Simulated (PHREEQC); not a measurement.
Solution (20 °C): 29 mmol/kgw NaHSO4 and 0.08 mmol/kgw NH3. Closed to the air; pH follows from the charge balance.

The numbers come from PHREEQC with the ion-association model, wateq4f.dat.

Problem. The ionic strength comes out as 0.0621 mol/kgw. What activity coefficients do HSO4-, NH4SO4-, H+, NaSO4-, SO4-2 get?

Solution. HSO4- 0.81, NH4SO4- 0.81, H+ 0.85, NaSO4- 0.82, SO4-2 0.44.

This is a speciation only: nothing precipitates in the calculation. Species that the database lacks are ignored.
